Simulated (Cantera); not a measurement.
Feed: 1 mol SiH2Cl2, 0.12 mol O3, 4.7 mol N2, at 20.0 mbar.

Cantera equilibrium calculation (NASA polynomials, part measured and part estimated; ideal gas, pure solids and liquids). Candidate condensed phases: H2O, NH4Cl, Si, SiO2, Si2N2O, Si3N4; 47 gas species. N2 is the only nitrogen source here; it is nearly inert below about 1500 K, so the nitride shown seldom forms there in practice. Mutual solubility and eutectic melting of coexisting phases are not modelled. Equilibrium is a limit: real reactors are often held back by kinetics, nucleation or transport.

Question: What share of the Si ends up in condensed phases as a function of T (K), at 798, 898, 998, 1098, 1198, 1298, 1398, 1498, 1598, 1698, 1798, 1898, 1998?

Answer: 
| T (K) | Si condensed (%) | as |
|---|---|---|
| 798 | 75.9 | Si2N2O(s) + Si3N4(s) |
| 898 | 78.0 | Si2N2O(s) + Si3N4(s) |
| 998 | 79.6 | Si2N2O(s) + Si3N4(s) |
| 1098 | 80.8 | Si2N2O(s) + Si3N4(s) |
| 1198 | 81.5 | Si2N2O(s) + Si3N4(s) |
| 1298 | 81.1 | Si2N2O(s) + Si3N4(s) |
| 1398 | 77.2 | Si2N2O(s) + Si3N4(s) |
| 1498 | 72.0 | Si2N2O(s) |
| 1598 | 71.1 | Si2N2O(s) |
| 1698 | 54.4 | Si2N2O(s) |
| 1798 | 5.1 | Si2N2O(s) |
| 1898 | 0.0 | - |
| 1998 | 0.0 | - |
